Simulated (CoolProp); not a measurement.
Vapour-liquid equilibrium of ethanol (1) + n-hexane (2) at 1.39 MPa; x and y are mole fractions of (1).

Values from CoolProp's multi-fluid Helmholtz-energy mixture model, Schroeder 2014 and Thol 2019; pair parameters Bell 2016.

Q: Give the bubble temperature and the first vapour's composition at x = 0.275, 0.425, 0.8. Is there an azeotrope?

A: x = 0.275: 432.4 K, y = 0.422; x = 0.425: 429.8 K, y = 0.501; x = 0.8: 431.3 K, y = 0.730. y crosses x between x = 0.5 and 0.575: the model has an azeotrope there.

Pair parameters are fitted to limited data, so mixtures are less certain than the pure fluids.
